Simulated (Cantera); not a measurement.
A Cantera script and its output.

```python
import numpy as np
import cantera as ct

gas = ct.Solution("gri30.yaml")


def delay(T, t_max=10):
    gas.TPX = T, 1000000, {'CO': 1, 'H2': 0.11, 'CH4': 0.51, 'O2': 0.984, 'N2': 3.7}
    reactor = ct.IdealGasReactor(gas, clone=False)
    net = ct.ReactorNet([reactor])
    net.rtol, net.atol = 1e-8, 1e-16
    while net.time < t_max:
        t_old, T_old = net.time, reactor.T
        net.step()
        if reactor.T > T + 400:  # ignition: a rise of 400 K
            return t_old + (T + 400 - T_old) / (reactor.T - T_old) * (net.time - t_old)
    return np.nan


taus = []
for T in [1250, 1300, 1350, 1400, 1450, 1500, 1550, 1600, 1650]:
    taus.append(delay(T))
    print(f"T0 = {T:6g} K   tau = {taus[-1]:.4e} s")
```

It prints:

```
T0 =   1250 K   tau = 8.4743e-04 s
T0 =   1300 K   tau = 5.4196e-04 s
T0 =   1350 K   tau = 3.4853e-04 s
T0 =   1400 K   tau = 2.2576e-04 s
T0 =   1450 K   tau = 1.4765e-04 s
T0 =   1500 K   tau = 9.7741e-05 s
T0 =   1550 K   tau = 6.5647e-05 s
T0 =   1600 K   tau = 4.4813e-05 s
T0 =   1650 K   tau = 3.1126e-05 s
```

Cantera simulation using GRI-Mech 3.0 (53 species, 325 reactions); the numbers are that mechanism's predictions, not measurements.
